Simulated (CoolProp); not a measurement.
Values from CoolProp's reference Helmholtz-energy equation of state, Lemmon and Jacobsen 2000.

Task: For R143a, give the phase and the density (kg/m³), Joule-Thomson coefficient (K/MPa), isothermal compressibility (1/MPa), expansivity (1/kK) at 392.9 K and 6270 kPa.

Result: 
- 392.9 K and 6270 kPa: supercritical; density 302, Joule-Thomson coefficient 7.69, isothermal compressibility 0.297, expansivity 15.5
